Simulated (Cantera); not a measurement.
Input: 1 mol CHF3, 0.027 mol HCl, 0.071 mol H2, 0.075 mol F2, equilibrated at 2725 K and 1.30 Pa.

These are equilibrium values from Cantera (NASA tables, ideal gas, pure condensed phases), not measurements of a reactor. Candidate condensed phases: C, C6H6, C7H8, C8H18; 118 gas species. Rates play no part.

**Question.** What is the equilibrium state?

**Answer.** 
```json
{
 "x(F)": "0.597",
 "x(H)": "0.167",
 "x(HF)": "0.0933",
 "x(C)": "0.0749",
 "x(C3)": "0.0380",
 "x(CF)": "0.0126",
 "x(C2)": "0.0107",
 "x(Cl)": "0.00602",
 "x(H2)": "9.35e-5",
 "gas_amount": "4.481 mol",
 "log10 activity of C(graphite) (absent)": "-0.46"
}
```
